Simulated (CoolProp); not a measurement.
Vapour-liquid equilibrium of R1234ze(E) (1) + n-pentane (2) at 342.5 K; x and y are mole fractions of (1).

The numbers come from the multi-fluid Helmholtz-energy mixture model, Thol 2016 and Thol 2019; pair parameters Bell 2016 in CoolProp.

```json
[
 {"x": "0.05", "bubble pressure (kPa)": "406.6", "y at the bubble point": "0.320", "dew pressure at overall composition x (kPa)": "293.2", "liquid density (mol/L)": "7.991"},
 {"x": "0.15", "bubble pressure (kPa)": "631.6", "y at the bubble point": "0.576", "dew pressure at overall composition x (kPa)": "327.3", "liquid density (mol/L)": "8.052"},
 {"x": "0.25", "bubble pressure (kPa)": "815.3", "y at the bubble point": "0.685", "dew pressure at overall composition x (kPa)": "369.8", "liquid density (mol/L)": "8.106"},
 {"x": "0.35", "bubble pressure (kPa)": "963.0", "y at the bubble point": "0.747", "dew pressure at overall composition x (kPa)": "424.5", "liquid density (mol/L)": "8.155"},
 {"x": "0.45", "bubble pressure (kPa)": "1083", "y at the bubble point": "0.789", "dew pressure at overall composition x (kPa)": "497.2", "liquid density (mol/L)": "8.200"},
 {"x": "0.55", "bubble pressure (kPa)": "1184", "y at the bubble point": "0.821", "dew pressure at overall composition x (kPa)": "598.3", "liquid density (mol/L)": "8.244"},
 {"x": "0.65", "bubble pressure (kPa)": "1276", "y at the bubble point": "0.852", "dew pressure at overall composition x (kPa)": "746.2", "liquid density (mol/L)": "8.294"},
 {"x": "0.75", "bubble pressure (kPa)": "1364", "y at the bubble point": "0.884", "dew pressure at overall composition x (kPa)": "971.1", "liquid density (mol/L)": "8.359"},
 {"x": "0.85", "bubble pressure (kPa)": "1454", "y at the bubble point": "0.921", "dew pressure at overall composition x (kPa)": "1271", "liquid density (mol/L)": "8.450"},
 {"x": "0.95", "bubble pressure (kPa)": "1544", "y at the bubble point": "0.970", "dew pressure at overall composition x (kPa)": "1510", "liquid density (mol/L)": "8.586"}
]
```

No azeotrope shows between x = 0.05 and 0.95.

Pair parameters are fitted to limited data, so mixtures are less certain than the pure fluids.
